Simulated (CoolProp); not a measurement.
R134a along the isobar 19800 kPa: fugacity coefficient from the reference equation and from simpler models built on Tc = 374.2 K, pc = 4059 kPa, ω = 0.327; each cubic takes its own stable root.

The numbers come from the reference Helmholtz-energy equation of state, Tillner-Roth 1994 in CoolProp.

```tsv
T (K)	phase	reference
263.3	liquid	0.01872
276.1	liquid	0.02896
288.9	liquid	0.04258
301.6	liquid	0.05977
314.4	liquid	0.08099
327.2	liquid	0.1062
340	liquid	0.1352
352.8	liquid	0.1678
365.5	liquid	0.2033
378.3	supercritical	0.2418
391.1	supercritical	0.2823
403.9	supercritical	0.3244
416.7	supercritical	0.3672
429.4	supercritical	0.4099
442.2	supercritical	0.4526
455	supercritical	0.4943
```

**Question.** How far does each simpler model (van der Waals, Redlich-Kwong, Soave-Redlich-Kwong, Peng-Robinson) lie from the reference over these 16 states: mean and median of the absolute difference, and the worst?

**Answer.** 
- van der Waals: mean 112.5 %, median 54.7 %, worst +477.5 % at 263.3 K and 19800 kPa
- Redlich-Kwong: mean 30.4 %, median 19.1 %, worst +101.9 % at 263.3 K and 19800 kPa
- Soave-Redlich-Kwong: mean 12.5 %, median 12.7 %, worst +13.3 % at 365.5 K and 19800 kPa
- Peng-Robinson: mean 2.1 %, median 2.2 %, worst +2.6 % at 391.1 K and 19800 kPa
